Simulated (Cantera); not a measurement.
What does this Cantera script print?

```python
import numpy as np
import cantera as ct

gas_names = """
    Ca CaCL CaCL2 Ca2 CL CL2 H HCL H2
""".split()
cond_names = """
    Ca(a) Ca(b) Ca(L) CaCL2(s) CaCL2(L)
""".split()


def load(file, names, dense=False):
    # The tables refer to 1 bar. Condensed volumes are neglected.
    table = {s.name: s for s in ct.Species.list_from_file(file)}
    out = []
    for n in names:
        d = dict(table[n].input_data)
        d["thermo"] = dict(d["thermo"], **{"reference-pressure": 1e5})
        if dense:
            d["equation-of-state"] = {"model": "constant-volume", "density": "1e6 g/cm^3"}
        out.append(ct.Species.from_dict(d))
    return out


gas = ct.Solution(thermo="ideal-gas", species=load("nasa_gas.yaml", gas_names))
cond = {s.name: ct.Solution(thermo="fixed-stoichiometry", species=[s], name=s.name)
        for s in load("nasa_condensed.yaml", cond_names, dense=True)}
atoms = {
    'CaCl2': {'Ca': 1, 'CL': 2},
    'H2': {'H': 2},
}
top_T = {}  # K; cautious upper limits of use, not melting points


def equilibrate(T, P, feed):
    n = {}
    for name, mol in feed.items():
        for a, k in atoms[name].items():
            n[a] = n.get(a, 0.0) + k * mol
    gas.TPX = T, P, n
    mass = sum(n.values()) * gas.mean_molecular_weight
    gas.equilibrate("TP")
    valid = [c for c in cond.values() if c.min_temp <= T <= top_T.get(c.name, c.max_temp)]
    mix = ct.Mixture([(gas, mass / gas.mean_molecular_weight)] + [(c, 0.0) for c in valid])
    mix.T, mix.P = T, P
    mix.equilibrate("TP", solver="vcs", rtol=1e-11, max_steps=5000)
    return mix


results = []
feed = {'CaCl2': 1, 'H2': 10}  # mol
P = 7700  # Pa
for T in [773, 848, 923, 998, 1073, 1148, 1223, 1298, 1373, 1448, 1523, 1598, 1673]:
    mix = equilibrate(T, P, feed)
    results.append((T, P, feed, dict(zip(mix.species_names, mix.species_moles))))
    x = sorted(zip(gas.X, gas.species_names), reverse=True)
    print(f"T = {T:g} K  P = {P:g} Pa  gas = {mix.phase_moles(0):.4g} mol")
    print("   x: " + "  ".join(f"{s} {v:.3e}" for v, s in x if v > 1e-06))
    print("   condensed (mol): " + ("  ".join(f"{mix.phase(i).name} {mix.phase_moles(i):.4g}"
          for i in range(1, mix.n_phases) if mix.phase_moles(i) > 1e-12) or "none"))
```

Result:

```
T = 773 K  P = 7700 Pa  gas = 10 mol
   x: H2 1.000e+00
   condensed (mol): CaCL2(s) 1
T = 848 K  P = 7700 Pa  gas = 10 mol
   x: H2 1.000e+00
   condensed (mol): CaCL2(s) 1
T = 923 K  P = 7700 Pa  gas = 10 mol
   x: H2 1.000e+00
   condensed (mol): CaCL2(s) 1
T = 998 K  P = 7700 Pa  gas = 10 mol
   x: H2 1.000e+00
   condensed (mol): CaCL2(s) 1
T = 1073 K  P = 7700 Pa  gas = 10 mol
   x: H2 1.000e+00  CaCL2 3.331e-06
   condensed (mol): CaCL2(L) 1
T = 1148 K  P = 7700 Pa  gas = 10 mol
   x: H2 1.000e+00  CaCL2 2.580e-05
   condensed (mol): CaCL2(L) 0.9997
T = 1223 K  P = 7700 Pa  gas = 10 mol
   x: H2 9.998e-01  CaCL2 1.525e-04  HCL 2.670e-06  CaCL 1.184e-06  H 1.083e-06
   condensed (mol): CaCL2(L) 0.9985
T = 1298 K  P = 7700 Pa  gas = 10.01 mol
   x: H2 9.993e-01  CaCL2 7.216e-04  HCL 1.127e-05  CaCL 6.026e-06  H 3.860e-06  Ca 2.624e-06
   condensed (mol): CaCL2(L) 0.9927
T = 1373 K  P = 7700 Pa  gas = 10.03 mol
   x: H2 9.971e-01  CaCL2 2.837e-03  HCL 4.083e-05  CaCL 2.510e-05  H 1.198e-05  Ca 7.864e-06
   condensed (mol): CaCL2(L) 0.9712
T = 1448 K  P = 7700 Pa  gas = 10.1 mol
   x: H2 9.902e-01  CaCL2 9.548e-03  HCL 1.295e-04  CaCL 8.845e-05  H 3.305e-05  Ca 2.055e-05
   condensed (mol): CaCL2(L) 0.9025
T = 1523 K  P = 7700 Pa  gas = 10.3 mol
   x: H2 9.711e-01  CaCL2 2.816e-02  HCL 3.659e-04  CaCL 2.703e-04  H 8.208e-05  Ca 4.779e-05
   condensed (mol): CaCL2(L) 0.7068
T = 1598 K  P = 7700 Pa  gas = 10.82 mol
   x: H2 9.239e-01  CaCL2 7.420e-02  HCL 9.289e-04  CaCL 7.291e-04  H 1.844e-04  Ca 9.996e-05
   condensed (mol): CaCL2(L) 0.1883
T = 1673 K  P = 7700 Pa  gas = 11.01 mol
   x: H2 9.072e-01  CaCL2 8.940e-02  HCL 1.600e-03  CaCL 1.232e-03  H 3.909e-04  Ca 1.842e-04
   condensed (mol): none
```

Method: chemical equilibrium by Gibbs-energy minimisation in Cantera with the NASA 1993 tables (ideal gas, pure condensed phases).
